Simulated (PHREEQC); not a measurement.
A made-up water analysis in mg/L, 20 °C, pH 7.62, pe 2.3: Na 3.7; K 40; Ca 14.3; Mg 18.9; Cl 69.4; S(6) as SO4 25.8; Alkalinity as HCO3 61.6; Fe(2) 0.0554; Li 0.0288.

Valence states are taken as typed.

Model: ion-association model, phreeqc.dat, run in PHREEQC.

This is a speciation only: nothing precipitates in the calculation.

### Question
What specific conductance, charge-balance error does the model give?

### Answer
specific conductance 361 µS/cm; charge-balance error -0.7 %.

### Question
In which forms is Ca present?

### Answer
Ca+2 97 %, CaSO4 2.2 %, CaHCO3+ 0.8 % of the Ca.

Species that the database lacks are ignored.
